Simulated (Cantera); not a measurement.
An isothermal, constant-pressure homogeneous reactor starts with CO : O2 : H2O : N2 = 0.021 : 0.0057 : 0.013 : 1 (molar parts), at 1348 K and 3.85 atm.

Computed with Cantera and GRI-Mech 3.0 (53 species, 325 reactions).

x: mole fraction; the columns are a selection and need not sum to one.

```json
[
 {"t (s)": "0.00100", "x CO": "0.00949", "x O2": "0.000706", "x H2O": "0.0112", "x N2O": "2.09e-7", "x O": "0.000101"},
 {"t (s)": "0.00359", "x CO": "0.00695", "x O2": "1.15e-6", "x H2O": "0.0102", "x N2O": "4.71e-9", "x O": "2.58e-7"},
 {"t (s)": "0.0129", "x CO": "0.00681", "x O2": "___", "x H2O": "0.0101", "x N2O": "___", "x O": "___"},
 {"t (s)": "0.0464", "x CO": "0.00677", "x O2": "___", "x H2O": "0.0101", "x N2O": "4.26e-9", "x O": "4.96e-10"},
 {"t (s)": "0.167", "x CO": "0.00675", "x O2": "1.43e-10", "x H2O": "0.0100", "x N2O": "4.41e-9", "x O": "3.09e-11"},
 {"t (s)": "0.599", "x CO": "0.00675", "x O2": "1.11e-11", "x H2O": "0.0100", "x N2O": "1.59e-9", "x O": "3.05e-12"},
 {"t (s)": "2.15", "x CO": "0.00674", "x O2": "1.26e-12", "x H2O": "0.0100", "x N2O": "3.87e-10", "x O": "<1e-12"},
 {"t (s)": "7.74", "x CO": "0.00674", "x O2": "<1e-12", "x H2O": "0.0100", "x N2O": "6.20e-11", "x O": "<1e-12"},
 {"t (s)": "27.8", "x CO": "0.00674", "x O2": "<1e-12", "x H2O": "0.0100", "x N2O": "2.43e-12", "x O": "<1e-12"},
 {"t (s)": "100", "x CO": "0.00674", "x O2": "<1e-12", "x H2O": "0.0100", "x N2O": "<1e-12", "x O": "<1e-12"}
]
```

**Question.** Some entries are withheld; supply them.

**Answer.** 
- 0.0129, x O2: 3.52e-8
- 0.0129, x N2O: 2.09e-9
- 0.0129, x O: 9.23e-9
- 0.0464, x O2: 2.06e-9
